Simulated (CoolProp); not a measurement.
Aqueous lithium chloride as a coolant, at -5 °C, 1 atm.

Model: Melinder's fits for secondary coolants, in CoolProp.

```tsv
mass %	freezing point (°C)	cp (kJ/(kg K))	density (kg/m³)	Prandtl number	conductivity (W/(m K))
6.9	-7.5	3.804	1042	18.1	0.540
9.3	-11.1	3.664	1056	19.0	0.536
11.6	-15.2	3.533	1070	20.0	0.532
13.9	-20.7	3.406	1084	21.2	0.528
16.2	-27.9	3.284	1098	22.5	0.524
18.5	-37.1	3.173	1112	24.1	0.520
```
